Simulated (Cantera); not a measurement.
Input: 1 mol AlCl3, 0.95 mol HCl, 50 mol N2, 5.9 mol O2, at 1575 °C and 82.5 Torr.

Cantera equilibrium calculation (NASA polynomials, part measured and part estimated; ideal gas, pure solids and liquids). Candidate condensed phases: Al, AlCl3, AlN, Al2O3, H2O, NH4Cl; 45 gas species. Rates play no part.

Base state: N2 0.846, O2 0.0854, Cl 0.0479, HCl 0.0157, NO 0.00322, Cl2 0.00163, H2O 0.000184, O 0.000167 (mole fractions); condensed: Al2O3(s).

### Question
What changes in the equilibrium state with this change: AlCl3 replaced by Al?

### Answer
```json
[
 {"species": "N2", "before": "0.846", "after": "0.888"},
 {"species": "O2", "before": "0.0854", "after": "0.0880"},
 {"species": "HCl", "before": "0.0157", "after": "0.00981"},
 {"species": "Cl", "before": "0.0479", "after": "0.00701"},
 {"species": "AlCl3", "before": "1.12e-5", "after": "3.42e-8"},
 {"species": "Cl2", "before": "0.00163", "after": "3.48e-5"},
 {"species": "H2O", "before": "0.000184", "after": "0.00342"},
 {"species": "Al2O3(s), mol", "before": "0.500", "after": "0.500"}
]
```

### Question
What changes in the equilibrium state with this change: O2 from 5.9 to 1.1 mol?

### Answer
| species | before | after |
|---|---|---|
| N2 | 0.846 | 0.922 |
| Cl | 0.0479 | 0.0514 |
| HCl | 0.0157 | 0.0174 |
| O2 | 0.0854 | 0.00602 |
| AlCl3 | 1.12e-5 | 0.000101 |
| O | 0.000167 | 4.43e-5 |
| OH | 5.44e-5 | 1.50e-5 |
| NO | 0.00322 | 0.000892 |
| H2O | 0.000184 | 5.23e-5 |
| Al2O3(s), mol | 0.500 | 0.497 |
